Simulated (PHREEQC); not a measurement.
A column of 0.5 m (30 cells, dispersivity 0.025 m, 3600 s a shift, diffusion coefficient 3e-10 m²/s) holds 0.039 eq of the database's cation exchanger X per kg of pore water, first in equilibrium with 0.017 mol/kgw KCl, 0.0095 mol/kgw ZnSO4 and 1e-05 mol/kgw HCl. It is flushed with 0.0013 mol/kgw CaCl2, 0.021 mol/kgw ZnSO4 and 1e-05 mol/kgw HCl, at 25 °C. Values are for the last cell. CO2 from the air is kept out. No solid was allowed to form.

Base run: PHREEQC, ion-association model, phreeqc.dat. Each further column changes one thing. The table gives Ca in solution (mol/kgw).

```
pore volumes      base  exchange capacity from 0.039 to 0.019 eq/kgw  dispersivity from 0.025 to 0.05 m
------------  --------  --------------------------------------------  ---------------------------------
0                    0                                             0                                  0
0.2833               0                                      4.11e-13                           2.63e-11
0.6833         1.53e-7                                       6.62e-6                            5.16e-6
1.083          3.70e-5                                    (withheld)                         (withheld)
1.35          0.000173                                      0.000584                           0.000297
1.617         0.000405                                      0.000884                           0.000506
2.017         0.000771                                       0.00115                         (withheld)
2.417          0.00103                                       0.00125                           0.000988
2.683          0.00113                                       0.00128                            0.00108
2.95           0.00120                                       0.00129                            0.00115
3.35           0.00126                                       0.00130                         (withheld)
3.75           0.00128                                       0.00130                            0.00125
4.017          0.00129                                       0.00130                            0.00127
```

Some entries are withheld; supply them.


- 1.083, exchange capacity from 0.039 to 0.019 eq/kgw: 0.000244
- 1.083, dispersivity from 0.025 to 0.05 m: 0.000118
- 2.017, dispersivity from 0.025 to 0.05 m: 0.000787
- 3.35, dispersivity from 0.025 to 0.05 m: 0.00121
